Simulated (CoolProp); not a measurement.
Vapour-liquid equilibrium of propylene (1) + R115 (2) at 214 K; x and y are mole fractions of (1).

Values from CoolProp's multi-fluid Helmholtz-energy mixture model, Lemmon 2013 and Lemmon 2016; pair parameters Bell 2016.

Question: Give the bubble pressure and the first vapour's composition at x = 0.2, 0.35, 0.8. Is there an azeotrope?

Answer: x = 0.2: 0.5422 bar, y = 0.425; x = 0.35: 0.6104 bar, y = 0.554; x = 0.8: 0.6562 bar, y = 0.756. y crosses x between x = 0.65 and 0.8: the model has an azeotrope there.

Pair parameters are fitted to limited data, so mixtures are less certain than the pure fluids.
